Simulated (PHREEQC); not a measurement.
Make-up at 20 °C: 2.5 mmol/kgw H2SO4, 6.6 mmol/kgw CuSO4 and 2.3 mmol/kgw Fe2(SO4)3. Closed to the air; pH follows from the charge balance.

Equilibrium calculation in PHREEQC: ion-association model, phreeqc.dat.

```csv
quantity,before,after
pH,2.48,1.84
ionic strength (mol/kgw),0.0316,0.0470
SO4-2 (mol/kgw),0.00808,0.0111
Cu+2 (mol/kgw),0.00456,0.00439
CuSO4 (mol/kgw),0.00204,0.00221
HSO4- (mol/kgw),0.00143,0.00798
```

Task: What was changed between the two runs?
(A) Fe2(SO4)3 replaced by CdSO4 at the same molality
(B) Fe2(SO4)3 from 0.0023 to 0.00046 mol/kgw
(C) diluted 100-fold with water
(D) CuSO4 from 0.0066 to 0.033 mol/kgw
(E) H2SO4 from 0.0025 to 0.0125 mol/kgw

Result: E, H2SO4 from 0.0025 to 0.0125 mol/kgw

This is a speciation only: nothing precipitates in the calculation. Some of these states are supersaturated (in Hematite (slow to form), Goethite (slow to form), for instance).
